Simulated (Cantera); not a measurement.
Cantera run:

```python
import numpy as np
import cantera as ct

gas_names = [...]  # 136 gases of nasa_gas.yaml made of C, H, N, O
cond_names = """
    C(gr) C6H6(L) C7H8(L) C8H18(L),n-octa H2O(s) H2O(L)
""".split()


# ... load() reads the species with a 1 bar reference pressure and builds the phases ...
atoms = {
    'C': {'C': 1},
    'O2': {'O': 2},
    'H2': {'H': 2},
    'NH3': {'N': 1, 'H': 3},
}
top_T = {'C(gr)': 4500}  # K; cautious upper limits of use, not melting points


# ... equilibrate(T, P, feed) seeds the gas with the atoms and calls Mixture.equilibrate('TP', solver="vcs", rtol=1e-11, max_steps=5000) ...
results = []
feed = {'C': 1, 'O2': 1.2, 'H2': 4.1, 'NH3': 0.98}  # mol
T = 2400  # K
P = 1000  # Pa
mix = equilibrate(T, P, feed)
results.append((T, P, feed, dict(zip(mix.species_names, mix.species_moles))))
x = sorted(zip(gas.X, gas.species_names), reverse=True)
print(f"T = {T:g} K  P = {P:g} Pa  gas = {mix.phase_moles(0):.4g} mol")
print("   x: " + "  ".join(f"{s} {v:.3e}" for v, s in x if v > 0.001))
print("   condensed (mol): " + ("  ".join(f"{mix.phase(i).name} {mix.phase_moles(i):.4g}"
      for i in range(1, mix.n_phases) if mix.phase_moles(i) > 1e-12) or "none"))
```

It prints:

```
T = 2400 K  P = 1000 Pa  gas = 7.523 mol
   x: H2 5.096e-01  H2O 1.705e-01  CO 1.258e-01  H 1.136e-01  N2 6.506e-02  CO2 7.122e-03  OH 6.983e-03  O 1.042e-03
   condensed (mol): none
```

Method: chemical equilibrium by Gibbs-energy minimisation in Cantera with the NASA 1993 tables (ideal gas, pure condensed phases).
